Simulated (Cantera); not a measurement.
Equilibrium for carbothermic reduction: Ta2O5 + CO

Input: 1 mol Ta2O5, 4.8 mol CO, equilibrated at 1.33 mbar.

Cantera equilibrium calculation (NASA polynomials, part measured and part estimated; ideal gas, pure solids and liquids). Candidate condensed phases: C, Ta, TaC, Ta2O5; 15 gas species. Mutual solubility and eutectic melting of coexisting phases are not modelled. TaC: taken at fixed stoichiometry. Condensed phases not in the tables: Ta2C. Kinetics and transport are ignored.

```csv
T (°C),log p CO,log p CO2,log p TaO2,log p TaO,log p O,n C(graphite),n Ta2O5(s),n TaC(s)
700,-2.88,-5.75,<-14,<-14,<-14,0.00639,1.00,0
775,-2.88,-6.35,<-14,<-14,<-14,0,1.000,0.000458
850,-2.88,-6.36,<-14,<-14,<-14,0,1.000,0.000451
925,-2.88,-6.36,<-14,<-14,<-14,0,1.000,0.000445
1000,-2.88,-6.37,<-14,<-14,<-14,0,1.000,0.000440
1075,-2.88,-6.37,-14.12,<-14,<-14,0,1.000,0.000436
1150,-2.88,-6.38,-12.78,-14.60,<-14,0,1.000,0.000433
1225,-2.88,-6.38,-11.58,-13.18,-14.23,0,1.000,0.000430
1300,-2.88,-6.38,-10.49,-11.91,-13.34,0,1.000,0.000427
1375,-2.88,-6.38,-9.51,-10.76,-12.54,0,1.000,0.000425
1450,-2.88,-6.39,-8.62,-9.71,-11.80,0,1.000,0.000422
1525,-2.88,-6.39,-7.80,-8.74,-11.13,0,1.000,0.000411
1600,-2.88,-6.39,-7.05,-7.86,-10.51,0,1.000,0.000354
1675,-2.88,-6.36,-6.38,-7.10,-9.91,0,0.999,0
```
log p: log10 of the partial pressure in bar; n: condensed amount in mol.

At 700 °C the condensed part is C(graphite) + Ta2O5(s). From 775 °C to 1600 °C the condensed part is TaC(s) + Ta2O5(s). At 1675 °C the condensed part is Ta2O5(s).
